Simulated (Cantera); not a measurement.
Standard-state values (1 bar) from the NASA 1993 polynomials, evaluated with Cantera. Values are per mole of reaction as written; species without (g) are pure solids or liquids, kept so even where they would boil at 1 bar.

a) 1.143 Ti + O₂(g) → 0.2857 Ti₄O₇
b) 2 H₂(g) + O₂(g) → 2 H₂O(g)
c) 1.333 B + O₂(g) → 0.6667 B₂O₃(g)

Question: Order these by ΔG° at 1050 K, most negative first.

Answer: a (-785 kJ), c (-531 kJ), b (-380 kJ)
